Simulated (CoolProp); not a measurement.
Saturation properties of R142b.

Values from CoolProp's reference Helmholtz-energy equation of state, Lemmon 2006. It is a short technical equation, of lower accuracy than the large ones.

| T (K) | p (MPa) | enthalpy of vaporisation (kJ/kg) | liquid cp (kJ/(kg K)) | vapour Z | surface tension (mN/m) |
|---|---|---|---|---|---|
| 276.6 | 0.1643 | 215.9 | 1.260 | 0.9426 | 14.2 |
| 286.8 | 0.2346 | 209.6 | 1.284 | 0.9269 | 12.9 |
| 297 | 0.3260 | 202.9 | 1.311 | 0.9087 | (withheld) |
| 307.1 | 0.4408 | 195.9 | 1.340 | 0.8880 | 10.3 |
| 317.3 | 0.5852 | 188.3 | 1.372 | 0.8643 | (withheld) |
| 327.4 | (withheld) | 180.2 | 1.410 | 0.8378 | 7.86 |
| 337.6 | 0.9739 | 171.3 | 1.454 | 0.8077 | 6.68 |
| 347.8 | 1.229 | 161.5 | 1.507 | 0.7738 | 5.54 |
| 357.9 | 1.527 | 150.8 | 1.574 | 0.7360 | 4.45 |
| 368.1 | 1.879 | 138.5 | 1.666 | (withheld) | (withheld) |
| 378.2 | 2.285 | 124.4 | 1.803 | 0.6422 | 2.43 |
| 388.4 | 2.759 | 107.0 | 2.052 | 0.5815 | 1.51 |

Q: Complete the blanks.

A: 
- 297, surface tension (mN/m): 11.6
- 317.3, surface tension (mN/m): 9.06
- 327.4, p (MPa): 0.7603
- 368.1, vapour Z: 0.6923
- 368.1, surface tension (mN/m): 3.41

It boils at 264.0 K under 1 atm.

Surface tension comes from a separate correlation (Mulero 2012).
